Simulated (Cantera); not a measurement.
An adiabatic, constant-volume homogeneous reactor starts with 5.21 % CH4, 10.5 % O2, 84.3 % N2, at 1075 K and 3.20 bar.

Computed with Cantera and GRI-Mech 3.0 (53 species, 325 reactions).

One state of this run: T (K) = 2389; P (bar) = 7.15; x CH4 = <1e-12; x O2 = 0.00342; x C2H6 = <1e-12; x NO2 = 8.48e-7; x NO = 0.00248; x H2O2 = 8.62e-8; x C2H2 = <1e-12. x: mole fraction; the columns are a selection and need not sum to one.

Q: Which value of t (s) does it belong to?
A) 0.000246
B) 6.71e-5
C) 0.0444
D) 8.00

A: D, 8.00
